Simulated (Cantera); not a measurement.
## Thermodynamics of carbothermic reduction, feed Fe3O4 + CH4 + CO

Charge: 1 mol Fe3O4, 1.6 mol CH4, 0.075 mol CO, held at 7.50 Torr.

Cantera equilibrium calculation (NASA polynomials, part measured and part estimated; ideal gas, pure solids and liquids). Candidate condensed phases: C, C6H6, C7H8, C8H18, Fe, Fe(CO)5, FeO, Fe(OH)2, Fe(OH)3, Fe2O3, Fe3O4, H2O; 114 gas species. Mutual solubility and eutectic melting of coexisting phases are not modelled. The tables' stoichiometric FeO is somewhat more stable than real wüstite, so its field is too wide. FeO: taken at fixed stoichiometry. The numbers say what is thermodynamically allowed, not how fast it happens.

From 1098 K to 1148 K the condensed part is Fe(α) + FeO(s). From 1198 K to 1648 K the condensed part is Fe(γ) + FeO(s). From 1698 K to 1748 K the condensed part is Fe(δ) + FeO(l).

| T (K) | x H2 | x CO | x H2O | x CO2 | x H | x Fe | n Fe(α) | n FeO(s) | n Fe(γ) | n Fe(δ) | n FeO(l) |
|---|---|---|---|---|---|---|---|---|---|---|---|
| 1098 | 0.536 | 0.281 | 0.121 | 0.0628 | 1.81e-7 | 1.16e-10 | 1.49 | 1.51 | 0 | 0 | 0 |
| 1148 | 0.525 | 0.283 | 0.132 | 0.0601 | 5.19e-7 | 7.98e-10 | 1.53 | 1.47 | 0 | 0 | 0 |
| 1198 | 0.514 | 0.286 | 0.142 | 0.0578 | 1.36e-6 | 4.64e-9 | 0 | 1.43 | 1.57 | 0 | 0 |
| 1248 | 0.504 | 0.288 | 0.152 | 0.0558 | 3.32e-6 | 2.33e-8 | 0 | 1.39 | 1.61 | 0 | 0 |
| 1298 | 0.495 | 0.290 | 0.162 | 0.0539 | 7.54e-6 | 1.03e-7 | 0 | 1.35 | 1.65 | 0 | 0 |
| 1348 | 0.486 | 0.291 | 0.171 | 0.0522 | 1.61e-5 | 4.08e-7 | 0 | 1.31 | 1.69 | 0 | 0 |
| 1398 | 0.478 | 0.293 | 0.179 | 0.0507 | 3.27e-5 | 1.46e-6 | 0 | 1.28 | 1.72 | 0 | 0 |
| 1448 | 0.470 | 0.294 | 0.186 | 0.0492 | 6.32e-5 | 4.77e-6 | 0 | 1.25 | 1.75 | 0 | 0 |
| 1498 | 0.463 | 0.296 | 0.193 | 0.0479 | 0.000117 | 1.44e-5 | 0 | 1.22 | 1.78 | 0 | 0 |
| 1548 | 0.456 | 0.297 | 0.200 | 0.0466 | 0.000208 | 4.03e-5 | 0 | 1.20 | 1.80 | 0 | 0 |
| 1598 | 0.450 | 0.298 | 0.206 | 0.0455 | 0.000357 | 0.000106 | 0 | 1.17 | 1.82 | 0 | 0 |
| 1648 | 0.444 | 0.299 | 0.211 | 0.0444 | 0.000594 | 0.000261 | 0 | 1.15 | 1.85 | 0 | 0 |
| 1698 | 0.446 | 0.302 | 0.209 | 0.0415 | 0.000966 | 0.000609 | 0 | 0 | 0 | 1.82 | 1.18 |
| 1748 | 0.447 | 0.304 | 0.207 | 0.0389 | 0.00153 | 0.00135 | 0 | 0 | 0 | 1.79 | 1.20 |
x: gas mole fraction; n: condensed amount in mol.
